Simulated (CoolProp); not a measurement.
The fluid at 293.15 K and 1.35 MPa (stagnation) flows isentropically through a choked orifice. The same conditions are run with several fluids, on thermodynamics alone (safety and materials aside).

Values from CoolProp's reference Helmholtz-energy equation of state of each fluid (C2F6 (R116): Lemmon 2006; ethane: Bücker 2006; ethylene: Smukala 2000; R13: Platzer 1990; nitrogen: Span 2000). The equations of Platzer and Polt are older, rougher fits.

Rank C2F6 (R116), ethane, ethylene, R13, nitrogen by throat to inlet pressure ratio, highest first.

C2F6 (R116) (0.605), R13 (0.585), ethane (0.571), ethylene (0.555), nitrogen (0.527)

```json
[
 {"fluid": "C2F6 (R116)", "mass flux (kg/(m² s))": "6720", "throat temperature (K)": "278.3"},
 {"fluid": "ethane", "mass flux (kg/(m² s))": "3220", "throat temperature (K)": "264.3"},
 {"fluid": "ethylene", "mass flux (kg/(m² s))": "3140", "throat temperature (K)": "257.9"},
 {"fluid": "R13", "mass flux (kg/(m² s))": "5970", "throat temperature (K)": "270.3"},
 {"fluid": "nitrogen", "mass flux (kg/(m² s))": "3150", "throat temperature (K)": "243.7"}
]
```
